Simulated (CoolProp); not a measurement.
n-pentane along the isotherm 402 K: Z from the reference equation and from simpler models built on Tc = 469.7 K, pc = 33.68 bar, ω = 0.251; each cubic takes its own stable root.

Values from CoolProp's reference Helmholtz-energy equation of state, Thol 2019.

```csv
p (bar),phase,reference
0.532,gas,0.9908
0.899,gas,0.9844
1.52,gas,0.9733
2.56,gas,0.9543
4.32,gas,0.9205
7.29,gas,0.8576
12.3,liquid,0.05341
20.8,liquid,0.08953
35,liquid,0.1487
59.1,liquid,0.2466
99.8,liquid,0.4063
168,liquid,0.6629
```

Task: How far does each simpler model (van der Waals, Soave-Redlich-Kwong, Peng-Robinson) lie from the reference over these 12 states: mean and median of the absolute difference, and the worst?

Result: 
- van der Waals: mean 142.4 %, median 26.1 %, worst +1418.4 % at 402 K and 12.3 bar
- Soave-Redlich-Kwong: mean 5.9 %, median 4.2 %, worst +14.8 % at 402 K and 12.3 bar
- Peng-Robinson: mean 0.9 %, median 0.3 %, worst -4.0 % at 402 K and 168 bar

At some of these states van der Waals gives the other phase, because its saturation line lies elsewhere.
